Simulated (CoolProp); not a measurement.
Vapour-liquid equilibrium of methanol (1) + ethylbenzene (2) at 0.959 MPa; x and y are mole fractions of (1).

Computed with CoolProp (multi-fluid Helmholtz-energy mixture model, de Reuck 1993 and Zhou 2012; pair parameters Bell 2016).

Problem. Give the bubble temperature and the first vapour's composition at x = 0.05, 0.35, 0.875. Is there an azeotrope?

Solution. x = 0.05: 212.8 °C, y = 0.398; x = 0.35: 154.6 °C, y = 0.834; x = 0.875: 138.1 °C, y = 0.950. No azeotrope shows between x = 0.05 and 0.95.

The pair parameters rest on a limited set of measurements; away from them the model extrapolates. With so large a gap from Raoult's law the liquid may split in two, which this calculation doesn't test in full.
